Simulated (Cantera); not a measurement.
What does this Cantera script print?

```python
import numpy as np
import cantera as ct

gas_names = """
    C CN CO CO2 C2 CCN CNC C2N2 C2O C3 C3O2 C4 C4N2 C5 N NCO NO NO2 NO3 N2 N2O O O2 O3 Si SiC SiC2 SiN
    SiO SiO2 Si2 Si2C Si2N Si3
""".split()
cond_names = """
    C(gr) Si(cr) Si(L) SiC(b) SiO2(Lqz) SiO2(hqz) SiO2(L) Si2N2O(s) Si3N4(a)
""".split()


# ... load() reads the species with a 1 bar reference pressure and builds the phases ...
atoms = {
    'SiO2': {'Si': 1, 'O': 2},
    'C': {'C': 1},
    'N2': {'N': 2},
}
top_T = {'C(gr)': 4500, 'SiC(b)': 3050, 'Si2N2O(s)': 2100, 'Si3N4(a)': 2400}  # K; cautious upper limits of use, not melting points


# ... equilibrate(T, P, feed) seeds the gas with the atoms and calls Mixture.equilibrate('TP', solver="vcs", rtol=1e-11, max_steps=5000) ...
results = []
feed = {'SiO2': 1, 'C': 0.0049, 'N2': 3.6}  # mol
T = 1675  # K
P = 13332.2  # Pa
mix = equilibrate(T, P, feed)
results.append((T, P, feed, dict(zip(mix.species_names, mix.species_moles))))
print(gas.report(threshold=0.001))
for i in range(1, mix.n_phases):
    print(f"{mix.phase(i).name:16s} {mix.phase_moles(i):12.5e} mol")
```

Result:

```
       temperature   1675 K
          pressure   13332 Pa
           density   0.026839 kg/m^3
  mean mol. weight   28.036 kg/kmol
   phase of matter   gas

                          1 kg             1 kmol
                     ---------------   ---------------
          enthalpy        1.5772e+06        4.4218e+07  J
   internal energy        1.0805e+06        3.0292e+07  J
           entropy            9369.7        2.6269e+05  J/K
    Gibbs function       -1.4117e+07       -3.9578e+08  J
 heat capacity c_p            1258.5             35284  J/K
 heat capacity c_v            961.97             26970  J/K

                      mass frac. Y      mole frac. X     chem. pot. / RT
                     ---------------   ---------------   ---------------
                CO         0.0013558         0.0013571           -43.668
                N2           0.99651           0.99728           -28.376
               SiO          0.002135         0.0013578           -44.859
     [  +31 minor]        5.6381e-07        3.5894e-07

C(gr)             0.00000e+00 mol
Si(cr)            0.00000e+00 mol
SiC(b)            0.00000e+00 mol
SiO2(hqz)         9.95099e-01 mol
Si2N2O(s)         0.00000e+00 mol
Si3N4(a)          0.00000e+00 mol
```

Equilibrium computed with Cantera from the NASA thermochemical tables; the gas is ideal and each condensed phase is pure. The tables hold silica as quartz up to 1696 K and as liquid above; real silica turns to tridymite and cristobalite and melts near 1996 K.
